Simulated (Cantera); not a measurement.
A freely propagating, adiabatic, planar premixed flame of 5.94 % C₃H₈, 19.8 % O₂, 74.3 % N₂, unburnt at 450 K and 7500 Torr; multicomponent transport, grid criteria slope 0.08 and curve 0.16, no radiation.

Model: GRI-Mech 3.0 (53 species, 325 reactions), integrated in Cantera. GRI-Mech 3.0 was tuned for natural gas; its chemistry of propane as a main component is partial and can be far from experiment. Burning velocities carry a grid error of a few per cent, more on coarse grids.

Question: Predict: laminar burning velocity; thermal thickness; peak x(CH₄); peak x(OH); peak x(HCO); peak x(H₂).

Answer: 
* **laminar burning velocity**: 20.5 cm/s
* **thermal thickness**: 0.0979 mm
* **peak x(CH₄)**: 0.00892
* **peak x(OH)**: 0.000241
* **peak x(HCO)**: 1.06e-5
* **peak x(H₂)**: 0.0673
